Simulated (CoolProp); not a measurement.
R1234ze(Z) along the isotherm 440 K: fugacity coefficient from the reference equation and from simpler models built on Tc = 423.3 K, pc = 3.531 MPa, ω = 0.327; each cubic takes its own stable root.

The numbers come from the reference Helmholtz-energy equation of state, Akasaka 2019 in CoolProp.

| p (MPa) | phase | reference |
|---|---|---|
| 0.0558 | gas | 0.9948 |
| 0.0819 | gas | 0.9924 |
| 0.12 | gas | 0.9889 |
| 0.177 | gas | 0.9837 |
| 0.259 | gas | 0.9761 |
| 0.38 | gas | 0.9651 |
| 0.558 | gas | 0.9489 |
| 0.819 | gas | 0.9254 |
| 1.2 | gas | 0.8916 |
| 1.77 | gas | 0.8418 |
| 2.59 | gas | 0.7718 |
| 3.8 | supercritical | 0.6701 |
| 5.58 | supercritical | 0.5226 |
| 8.19 | supercritical | 0.3985 |
| 12 | supercritical | 0.3143 |
| 17.7 | supercritical | 0.2599 |

Question: How far does each simpler model (van der Waals, Redlich-Kwong, Soave-Redlich-Kwong, Peng-Robinson) lie from the reference over these 16 states: mean and median of the absolute difference, and the worst?

Answer: 
- van der Waals: mean 5.7 %, median 1.6 %, worst +33.1 % at 440 K and 17.7 MPa
- Redlich-Kwong: mean 2.6 %, median 0.7 %, worst +14.3 % at 440 K and 17.7 MPa
- Soave-Redlich-Kwong: mean 3.8 %, median 0.9 %, worst +19.0 % at 440 K and 17.7 MPa
- Peng-Robinson: mean 1.2 %, median 0.1 %, worst +7.7 % at 440 K and 17.7 MPa
